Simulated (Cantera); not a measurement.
A jet of H₂ : O₂ : N₂ = 0.023 : 0.054 : 0.79 (molar parts), equivalence ratio 0.21 at 300 K and 0.110 bar hits a platinum plate 7.5 cm away at a mass flux of 0.094 kg/m²/s; the plate temperature is set and raised in steps from an oxygen-covered start.

Computed with Cantera and Deutschmann's 1995 Pt surface mechanism with GRI-Mech 3.0 gas chemistry. Catalytic surfaces can have several steady states; this one follows from the mechanism file's or the stated starting coverage.

x: mole fraction at the wall; θ: surface coverage.

| plate T (K) | wall x H₂ | wall x O₂ | wall x H₂O | wall x OH | θ free Pt | θ O* | θ OH* |
|---|---|---|---|---|---|---|---|
| 500 | 0.00164 | 0.0353 | 0.0493 | <1e-8 | 0.0682 | 0.908 | 0.0236 |
| 550 | 0.00164 | 0.0354 | 0.0489 | <1e-8 | 0.0720 | 0.914 | 0.0135 |
| 600 | 0.00163 | 0.0354 | 0.0486 | <1e-8 | 0.0756 | 0.916 | 0.00839 |
| 650 | 0.00162 | 0.0355 | 0.0483 | <1e-8 | 0.0794 | 0.915 | 0.00559 |
| 700 | 0.00157 | 0.0355 | 0.0481 | <1e-8 | 0.0856 | 0.910 | [?] |
| 750 | 0.00137 | 0.0354 | 0.0482 | <1e-8 | 0.102 | 0.895 | 0.00314 |
| 800 | [?] | 0.0351 | 0.0485 | <1e-8 | [?] | 0.859 | [?] |

Problem. What belongs in the gaps?

Solution. 
- 700, θ OH*: 0.00400
- 800, wall x H₂: 0.00106
- 800, θ free Pt: 0.138
- 800, θ OH*: 0.00270
